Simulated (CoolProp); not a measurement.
Saturation properties of 1-butene (Tc = 146.1 °C, pc = 4.006 MPa, ω = 0.192).

Values from CoolProp's reference Helmholtz-energy equation of state, Lemmon 2005. It is a short technical equation, of lower accuracy than the large ones.

```
T (°C)  p (MPa)  enthalpy of vaporisation (kJ/kg)  liquid cp (kJ/(kg K))  vapour Z  surface tension (mN/m)
------  -------  --------------------------------  ---------------------  --------  ----------------------
54.35    0.6640                             324.9                  2.488    0.8506                    8.48
58.75    0.7393                             318.9                  2.520    0.8393                    7.97
63.05    0.8188                             312.9                  2.554    0.8277                    7.49
67.45    0.9064                             306.4                  2.591    0.8151                    7.00
71.75    0.9986                             299.9                  2.629    0.8023                    6.52
76.15     1.100                             293.0                  2.672    0.7885                    6.04
80.45     1.206                             285.9                  2.717    0.7743                    5.58
84.85     1.322                             278.3                  2.768    0.7591                    5.12
89.15     1.444                             270.6                  2.822    0.7434                    4.68
93.55     1.576                             262.2                  2.884    0.7265                    4.23
```

It boils at -6.3 °C under 1 atm.

Surface tension comes from a separate correlation (Mulero 2012).
